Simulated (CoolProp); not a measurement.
Propyne along the isotherm 474 K: fugacity coefficient from the reference equation and from simpler models built on Tc = 402.7 K, pc = 5.658 MPa, ω = 0.204; each cubic takes its own stable root.

Values from CoolProp's reference Helmholtz-energy equation of state, Polt 1992. This equation is an older, rougher fit; its heat capacities, sound speeds and derivatives of the liquid may be far off and weren't checked against measurements.

| p (MPa) | phase | reference | van der Waals | Redlich-Kwong | Soave-Redlich-Kwong |
|---|---|---|---|---|---|
| 0.653 | gas | 0.9762 | 0.9772 | 0.9758 | 0.9777 |
| 1.31 | gas | 0.9527 | 0.9544 | 0.9519 | 0.9556 |
| 1.96 | gas | 0.9298 | 0.9319 | 0.9285 | 0.9340 |
| 2.61 | gas | 0.9073 | 0.9096 | 0.9055 | 0.9128 |
| 3.26 | gas | 0.8852 | 0.8874 | 0.8828 | 0.8919 |
| 3.92 | gas | 0.8631 | 0.8649 | 0.8601 | 0.8710 |
| 4.57 | gas | 0.8416 | 0.8428 | 0.8380 | 0.8508 |
| 5.22 | gas | 0.8206 | 0.8208 | 0.8162 | 0.8309 |
| 5.88 | supercritical | 0.7996 | 0.7984 | 0.7945 | 0.8111 |
| 6.53 | supercritical | 0.7792 | 0.7764 | 0.7734 | 0.7919 |
| 7.18 | supercritical | 0.7592 | 0.7545 | 0.7527 | 0.7731 |
| 7.83 | supercritical | 0.7396 | 0.7325 | 0.7324 | 0.7547 |
| 8.49 | supercritical | 0.7201 | 0.7103 | 0.7122 | 0.7365 |
